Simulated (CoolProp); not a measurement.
Vapour-liquid equilibrium of cyclohexane (1) + p-xylene (2) at 0.0946 MPa; x and y are mole fractions of (1).

Values from CoolProp's multi-fluid Helmholtz-energy mixture model, Zhou 2014 and Zhou 2012; pair parameters Bell 2016.

Q: Give the bubble temperature and the first vapour's composition at x = 0.2, 0.35, 0.875. Is there an azeotrope?

A: x = 0.2: 385.1 K, y = 0.585; x = 0.35: 374.6 K, y = 0.751; x = 0.875: 354.9 K, y = 0.969. No azeotrope shows between x = 0.05 and 0.95.

The pair parameters rest on a limited set of measurements; away from them the model extrapolates.
